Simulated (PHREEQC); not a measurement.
Spent oxide etchant (model solution)

Consider water at 25 °C with 1.1 mmol/kgw NH4HF2, 31 mmol/kgw (NH4)2SiF6, 0.64 mmol/kgw H3BO3 and 130 mmol/kgw H2SO4. It is in equilibrium with CO2 at log p = 0 (atm). Otherwise closed; pH follows from the charge balance.

Computed with PHREEQC (ion-association model, phreeqc.dat).

Each row changes one thing in this solution. This is a speciation only: nothing precipitates in the calculation.

| case | pH | ionic strength (mol/kgw) | HSO4- (mol/kgw) | NH4+ (mol/kgw) | SO4-2 (mol/kgw) | HF (mol/kgw) |
|---|---|---|---|---|---|---|
| as made | 0.91 | 0.268 | 0.102 | 0.0588 | 0.0241 | 0.00859 |
| temperature from 25 to 30 °C | 0.92 | 0.264 | 0.104 | 0.0592 | 0.0224 | [?] |
| diluted 2-fold with water | 1.18 | 0.142 | 0.0464 | 0.0296 | 0.0167 | 0.00691 |
| H3BO3 from 0.00064 to 0.0032 mol/kgw | 0.92 | 0.266 | 0.102 | 0.0588 | 0.0241 | 0.00780 |
| NH4HF2 from 0.0011 to 0.0055 mol/kgw | 0.92 | 0.271 | 0.101 | 0.0629 | 0.0243 | 0.0108 |
| (NH4)2SiF6 left out | 0.92 | 0.175 | 0.108 | 0.00102 | 0.0223 | 0.00215 |
| H2SO4 from 0.13 to 0.117 mol/kgw | 0.95 | 0.252 | 0.0899 | 0.0589 | [?] | [?] |
| H3BO3 left out | 0.91 | 0.268 | 0.102 | 0.0589 | 0.0241 | 0.00891 |

Task: What belongs in the gaps?

Result: 
- temperature from 25 to 30 °C, HF (mol/kgw): 0.00983
- H2SO4 from 0.13 to 0.117 mol/kgw, SO4-2 (mol/kgw): 0.0229
- H2SO4 from 0.13 to 0.117 mol/kgw, HF (mol/kgw): 0.00842

Some of these states are supersaturated (in Quartz (slow to form), Chalcedony (slow to form), SiO2(a), for instance). Carbamate, which ammonia and carbonate form, is missing from the database. SiF6-2 is the database's only silicon fluoride. Real BF4- forms and hydrolyses slowly; the run takes it at equilibrium.
